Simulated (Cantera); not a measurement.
An adiabatic, constant-volume homogeneous reactor starts with C3H8 : O2 : N2 = 1 : 10.6 : 40 (molar parts), equivalence ratio 0.47, at 1475 K and 360000 Pa.

Computed with Cantera and GRI-Mech 3.0 (53 species, 325 reactions). GRI-Mech 3.0 was tuned for natural gas; its chemistry of propane as a main component is partial and can be far from experiment.

One state of this run: T (K) = 2599; P (bar) = 6.51; x C3H8 = <1e-12; x O2 = 0.0958; x NO = 0.0179; x NO2 = 2.48e-5; x HCO = 1.44e-9; x CH2CO = <1e-12; x CH4 = <1e-12. x: mole fraction; the columns are a selection and need not sum to one.

### Question
Which value of t (s) does it belong to?
A) 0.000832
B) 8.00e-6
C) 0.276
D) 0.000261

### Answer
C, 0.276
